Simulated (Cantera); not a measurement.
## Equilibrium for silicon carbide growth: SiH₄ + C₃H₈ + H₂ + HCl

Charge: 1 mol SiH₄, 0.24 mol C₃H₈, 3.4 mol H₂, 0.51 mol HCl, held at 1777 °C.

Cantera equilibrium calculation (NASA polynomials, part measured and part estimated; ideal gas, pure solids and liquids). Candidate condensed phases: C, C₆H₆, C₇H₈, C₈H₁₈, Si, SiC; 109 gas species. Mutual solubility and eutectic melting of coexisting phases are not modelled. The tables' values for SiCl, SiCl₃ are old estimates; treat these amounts as uncertain. Gases not in the tables: Si₂H₆ and higher silanes. Rates play no part.

At 1.00 mbar the condensed part is SiC(s). From 3.20 mbar to 1.00 bar the condensed part is Si(l) + SiC(s). The main Si-bearing gas is Si at 1.00 mbar and SiCl₂ at 1.00 bar. The share of Si in condensed phases is highest at 1.00 bar (94.1 %) and lowest at 1.00 mbar (71.1 %).

| P (Pa) | x H₂ | x H | x HCl | x Si | x SiCl₂ | x Cl | x SiCl | n SiC(s) | n Si(l) |
|---|---|---|---|---|---|---|---|---|---|
| 100 | 0.836 | 0.0656 | 0.0573 | 0.0311 | 0.00357 | 0.00333 | 0.00145 | 0.711 | 0 |
| 320 | 0.873 | 0.0375 | 0.0528 | 0.0242 | 0.00723 | 0.00168 | 0.00182 | 0.714 | 0.0233 |
| 1000 | 0.905 | 0.0216 | 0.0554 | 0.00773 | 0.00766 | 0.000977 | 0.00106 | 0.718 | 0.157 |
| 3200 | 0.919 | 0.0122 | 0.0566 | 0.00242 | 0.00788 | 0.000554 | 0.000599 | 0.719 | 0.201 |
| 10000 | 0.926 | 0.00690 | 0.0572 | 0.000773 | 0.00798 | 0.000315 | 0.000341 | 0.720 | 0.215 |
| 32000 | 0.930 | 0.00387 | 0.0575 | 0.000242 | 0.00803 | 0.000177 | 0.000191 | 0.720 | 0.220 |
| 100000 | 0.932 | 0.00219 | 0.0575 | 7.73e-5 | 0.00804 | 0.000100 | 0.000108 | 0.720 | 0.222 |
x: gas mole fraction; n: condensed amount in mol.
